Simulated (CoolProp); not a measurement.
The fluid at 293.15 K and 3.87 MPa flows at 0.72 m/s in a round tube of 6 mm bore and 45 µm roughness, fully developed (64/Re and Nu = 3.66 if laminar; Colebrook and Gnielinski if turbulent). The same conditions are run with several fluids, on thermodynamics alone (safety and materials aside).

Computed with CoolProp (reference Helmholtz-energy equation of state of each fluid (benzene: Thol 2012; propane: Lemmon 2009; R143a: Lemmon and Jacobsen 2000; propylene: Lemmon 2013)).

Question: Rank benzene, propane, R143a, propylene by Reynolds number, highest first.

Answer: R143a (33900), propylene (21600), propane (20300), benzene (5690)

```json
[
 {"fluid": "benzene", "Darcy friction factor": "0.0440", "pressure drop (Pa/m)": "1680", "heat-transfer coefficient (W/(m² K))": "1300", "mass flow (kg/h)": "64.6"},
 {"fluid": "propane", "Darcy friction factor": "0.0377", "pressure drop (Pa/m)": "828", "heat-transfer coefficient (W/(m² K))": "2280", "mass flow (kg/h)": "37.2"},
 {"fluid": "R143a", "Darcy friction factor": "0.0365", "pressure drop (Pa/m)": "1530", "heat-transfer coefficient (W/(m² K))": "2760", "mass flow (kg/h)": "71.3"},
 {"fluid": "propylene", "Darcy friction factor": "0.0375", "pressure drop (Pa/m)": "848", "heat-transfer coefficient (W/(m² K))": "2620", "mass flow (kg/h)": "38.3"}
]
```

Transport values come from each fluid's own correlations; those of R143a, propylene are estimates that may be off by 10 % or more.
